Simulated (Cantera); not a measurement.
An adiabatic, constant-volume homogeneous reactor starts with CH4 : C2H6 : C3H8 : O2 : N2 = 1 : 0.059 : 0.8 : 3.45 : 13 (molar parts), equivalence ratio 1.8, at 1575 K and 188 Torr.

Model: GRI-Mech 3.0 (53 species, 325 reactions), integrated in Cantera. GRI-Mech 3.0 was tuned for natural gas; its chemistry of propane as a main component is partial and can be far from experiment.

Question: Predict: time of steepest temperature rise; temperature at 2.00 s; equilibrium temperature; x(NO2) at 2.00 s; x(CO2) at 2.00 s.

Answer: 
```json
{
 "time_of_steepest_temperature_rise": "0.151 ms",
 "temperature at 2.00 s": "2800 K",
 "equilibrium_temperature": "2800 K",
 "x(NO2) at 2.00 s": "7.64e-8 (gas-phase equilibrium 7.64e-8)",
 "x(CO2) at 2.00 s": "0.0210 (gas-phase equilibrium 0.0210)"
}
```
